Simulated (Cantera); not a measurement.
Input: 1 mol AlCl3, 20 mol N2O, 28 mol N2, at 100 Torr.

These are equilibrium values from Cantera (NASA tables, ideal gas, pure condensed phases), not measurements of a reactor. Candidate condensed phases: Al, AlCl3, AlN, Al2O3; 24 gas species. Kinetics and transport are ignored.

Q: At 1223 K, list the 6 most abundant gas species with their mole fractions, and the condensed phases.

A: N2 0.816, O2 0.157, Cl2 0.0242, Cl 0.00255, NO 0.000205, ClO 1.39e-5. Condensed: Al2O3(s).
